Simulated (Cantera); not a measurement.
A closed system holds: 1 mol Si, a varied amount of HCl, 7 mol H₂, held at 1152 °C and 0.133 bar.

Method: chemical equilibrium by Gibbs-energy minimisation in Cantera with the NASA 1993 tables (ideal gas, pure condensed phases). Candidate condensed phases: Si; 19 gas species. The tables' values for SiCl₃ are old estimates; treat these amounts as uncertain. Rates play no part.

log p: log10 of the partial pressure in bar; n: condensed amount in mol.

```
n(HCl) (mol)  log p H₂  log p HCl  log p SiCl₂  log p SiCl₄  log p SiCl₃  n Si(s)
------------  --------  ---------  -----------  -----------  -----------  -------
0.74             -0.91      -2.08        -2.77        -4.19        -3.77      [?]
1.1              -0.92      -1.98        -2.56        -3.77        -3.46      [?]
1.5              -0.94      -1.91        -2.42        -3.48        -3.25      [?]
1.9              -0.95      -1.87        -2.32        -3.28        -3.10      [?]
2.2              -0.95      -1.85        -2.26        -3.17        -3.01      [?]
2.6              -0.96      -1.82        -2.20        -3.05        -2.92      [?]
3                -0.97      -1.80        -2.15        -2.95        -2.85      [?]
3.4              -0.98      -1.78        -2.11        -2.87        -2.79      [?]
3.7              -0.98      -1.77        -2.08        -2.82        -2.75      [?]
4.1              -0.99      -1.71        -2.12        -2.72        -2.71        0
4.5              -1.00      -1.65        -2.17        -2.63        -2.70        0
4.9              -1.02      -1.60        -2.22        -2.57        -2.69        0
```

### Question
Complete the blanks.

### Answer

- 0.74, n Si(s): 0.882
- 1.1, n Si(s): 0.791
- 1.5, n Si(s): 0.682
- 1.9, n Si(s): 0.568
- 2.2, n Si(s): 0.480
- 2.6, n Si(s): 0.362
- 3, n Si(s): 0.242
- 3.4, n Si(s): 0.121
- 3.7, n Si(s): 0.0302
